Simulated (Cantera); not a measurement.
# SiH₂Cl₂ + N₂ (silicon nitride deposition)

Input: 1 mol SiH₂Cl₂, 16 mol N₂, held at 1525 K.

Method: chemical equilibrium by Gibbs-energy minimisation in Cantera with the NASA 1993 tables (ideal gas, pure condensed phases). Candidate condensed phases: NH₄Cl, Si, Si₃N₄; 28 gas species. The tables' values for SiCl₃, SiCl are old estimates; treat these amounts as uncertain. The numbers say what is thermodynamically allowed, not how fast it happens.

| P (Pa) | x N₂ | x HCl | x H₂ | x SiCl₂ | x SiCl₄ | n Si(s) | n Si₃N₄(s) |
|---|---|---|---|---|---|---|---|
| 5 | 0.888 | 0.0239 | 0.0432 | 0.0432 | 3.83e-7 | 0.210 | 0 |
| 36 | 0.888 | 0.0344 | 0.0389 | 0.0385 | 5.66e-6 | 0 | 0.103 |
| 260 | 0.887 | 0.0515 | 0.0308 | 0.0292 | 8.78e-5 | 0 | 0.155 |
| 1900 | 0.888 | 0.0677 | 0.0231 | 0.0178 | 0.000899 | 0 | 0.210 |
| 14000 | 0.891 | 0.0759 | 0.0195 | 0.00701 | 0.00390 | 0 | 0.252 |
| 100000 | 0.893 | 0.0758 | 0.0197 | 0.00185 | 0.00724 | 0 | 0.267 |
x: gas mole fraction; n: condensed amount in mol.

At 5.00 Pa the condensed part is Si(s). From 36.0 Pa to 1.00 bar the condensed part is Si₃N₄(s). The main Si-bearing gas is SiCl₂ at 5.00 Pa and SiCl₄ at 1.00 bar. The share of Si in condensed phases is highest at 1.00 bar (80.2 %) and lowest at 5.00 Pa (21.0 %).
